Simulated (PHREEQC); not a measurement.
Solution (29 °C): 0.12 mol/kgw HF and 0.00013 mol/kgw KF. Closed to the air; pH follows from the charge balance.

Equilibrium calculation in PHREEQC: ion-association model, wateq4f.dat.

Each row changes one thing in this solution. This is a speciation only: nothing precipitates in the calculation.

| case | pH | ionic strength (mol/kgw) | HF (mol/kgw) | H2F2 (mol/kgw) | F- (mol/kgw) | HF2- (mol/kgw) |
|---|---|---|---|---|---|---|
| as made | 2.09 | 0.00896 | 0.0801 | 0.0145 | 0.00680 | 0.00216 |
| diluted 10-fold with water | 2.62 | (withheld) | 0.00901 | 0.000183 | 0.00246 | 8.76e-5 |
| KF left out | 2.09 | 0.00889 | 0.0800 | 0.0145 | 0.00675 | 0.00214 |
| KF replaced by K2SO4 at the same molality | 2.09 | 0.00921 | 0.0800 | 0.0145 | 0.00678 | 0.00215 |
| 0.13 mol/kgw HNO3 added | 0.97 | 0.131 | 0.0852 | 0.0169 | 0.000692 | 0.000240 |
| HF from 0.12 to 0.06 mol/kgw | 2.25 | 0.00622 | 0.0442 | 0.00441 | (withheld) | 0.000925 |

Q: Fill in the missing entries.

A: 
- diluted 10-fold with water, ionic strength (mol/kgw): 0.00255
- HF from 0.12 to 0.06 mol/kgw, F- (mol/kgw): 0.00529

wateq4f.dat counts part of the HF as a dimer, H2F2, which phreeqc.dat doesn't know; its constant is uncertain.
